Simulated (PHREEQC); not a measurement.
Consider water at 25 °C with 0.0028 mol/kgw HF and 0.28 mol/kgw NH3. Closed to the air; pH follows from the charge balance.

The numbers come from PHREEQC with the ion-association model, phreeqc.dat.

```csv
quantity,before,after
pH,11.10,10.02
ionic strength (mol/kgw),0.00415,0.00421
NH4+ (mol/kgw),0.00415,0.00421
HF (mol/kgw),3.12e-11,8.06e-10
```

**Question.** Name the change that produced these shifts.
A) HF from 0.0028 to 0.00308 mol/kgw
B) temperature from 25 to 70 °C
C) NH3 from 0.28 to 0.14 mol/kgw
D) temperature from 25 to 65 °C
E) HF from 0.0028 to 0.028 mol/kgw

**Answer.** D, temperature from 25 to 65 °C

No solid was allowed to form. At this temperature some constants are extrapolated from 25 °C, and those without enthalpy data are left unchanged.
